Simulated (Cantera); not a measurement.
Feed: 1 mol Si, 1.8 mol Br2, 91 mol N2, equilibrated at 550 K and 13.0 Pa.

Equilibrium computed with Cantera from the NASA thermochemical tables; the gas is ideal and each condensed phase is pure. Candidate condensed phases: Br2, Si, Si3N4; 13 gas species. N2 is the only nitrogen source here; it is nearly inert below about 1500 K, so the nitride shown seldom forms there in practice. Equilibrium is a limit: real reactors are often held back by kinetics, nucleation or transport.

Base state: N2 0.990, SiBr4 0.00980 (mole fractions); condensed: Si3N4(s).

Task: What changes in the equilibrium state with this change: temperature from 550 K to 1623.15 K?

Result: 
| species | before | after |
|---|---|---|
| N2 | 0.990 | 0.968 |
| Br | <1e-9 | 0.0215 |
| SiBr2 | <1e-9 | 0.00802 |
| SiBr4 | 0.00980 | 3.24e-9 |
| Si | <1e-9 | 0.00121 |
| SiBr | <1e-9 | 0.000759 |
| Si2N | <1e-9 | 1.84e-5 |
| SiN | <1e-9 | 1.07e-5 |
| Si3N4(s), mol | 0.0333 | 0 |
| Si(s), mol | 0 | 0.0561 |
The tables' values for SiBr, SiN are old estimates; treat these amounts as uncertain.
